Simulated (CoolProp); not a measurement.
Computed with CoolProp (reference Helmholtz-energy equation of state, Gao 2022).

Problem. For n-perfluoropentane, give the phase and the cp (kJ/(kg K)) at 500 K and 0.0929 bar; 500 K and 0.754 bar; 500 K and 10.3 bar.

Solution. 
- 500 K and 0.0929 bar: gas; cp 1.05
- 500 K and 0.754 bar: gas; cp 1.05
- 500 K and 10.3 bar: gas; cp 1.07
